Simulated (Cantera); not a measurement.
A perfectly stirred reactor is fed with 7.98 % C₂H₆, 18.6 % O₂, 70.0 % N₂, 3.43 % CO₂, equivalence ratio 1.5, at 3.20 bar; it is adiabatic with a 375 K inlet, and is followed from long to short residence time, starting on the burning branch (τ in s: 0.022, 0.012, 0.0059, 0.0031, 0.0016, 0.00081, 0.00042, 0.00022, 0.00011, 5.7e-05, 3e-05, 1.5e-05).

Detailed kinetics in Cantera: GRI-Mech 3.0 (53 species, 325 reactions).

**Question.** Predict: blow-out, bracketed by the residence times tried; x(C₂H₆) at τ = 22.0 ms; x(O₂) at τ = 22.0 ms; x(CO₂) at τ = 22.0 ms; x(H₂O₂) at τ = 22.0 ms; x(H) at τ = 22.0 ms; x(C₂H₆) at τ = 0.420 ms; x(O₂) at τ = 0.420 ms; x(CO₂) at τ = 0.420 ms; x(H₂O₂) at τ = 0.420 ms; x(H) at τ = 0.420 ms.

**Answer.** 
```
Property                                                                        Result
------------------------------------------------  ------------------------------------
blow-out, bracketed by the residence times tried  burning at 0.420 ms, out at 0.220 ms
x(C₂H₆) at τ = 22.0 ms                                                         8.10e-6
x(O₂) at τ = 22.0 ms                                                          0.000593
x(CO₂) at τ = 22.0 ms                                                           0.0677
x(H₂O₂) at τ = 22.0 ms                                                         1.36e-8
x(H) at τ = 22.0 ms                                                           0.000286
x(C₂H₆) at τ = 0.420 ms                                                       0.000316
x(O₂) at τ = 0.420 ms                                                          0.00986
x(CO₂) at τ = 0.420 ms                                                          0.0634
x(H₂O₂) at τ = 0.420 ms                                                        4.57e-7
x(H) at τ = 0.420 ms                                                          0.000801
```
